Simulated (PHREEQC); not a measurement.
Consider water at 25 °C with 0.0012 mol AlCl3 per kg of water. Closed to the air; pH follows from the charge balance.

All values are PHREEQC results (ion-association model, phreeqc.dat), not measurements.

This is a speciation only: nothing precipitates in the calculation.

### Question
What pH does the model give?

### Answer
pH 4.05.

### Question
In which forms is Al present?

### Answer
Al+3 92 %, AlOH+2 7.1 % of the Al.

Saturation is exceeded, for instance for Gibbsite (slow to form); the values hold only as long as no solid forms.
